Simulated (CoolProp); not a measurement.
CH2F2 (R32) at several states: density (kg/m³) from the reference equation and from simpler models built on Tc = 351.3 K, pc = 5.783 MPa, ω = 0.277; each cubic takes its own stable root.

The numbers come from the reference Helmholtz-energy equation of state, Tillner-Roth 1997 in CoolProp.

```
T (K)  p (MPa)   phase  reference  van der Waals  Redlich-Kwong  Soave-Redlich-Kwong
-----  -------  ------  ---------  -------------  -------------  -------------------
285.5    0.263     gas      5.995          5.897          5.933                5.947
204.7    0.874  liquid       1259          643.5          948.8                978.7
415.8     2.14     gas      34.99          34.87          34.97                34.63
330.5       21  liquid      947.6          563.0          732.2                742.2
214.1     8.38  liquid       1246          650.5          943.7                971.8
```
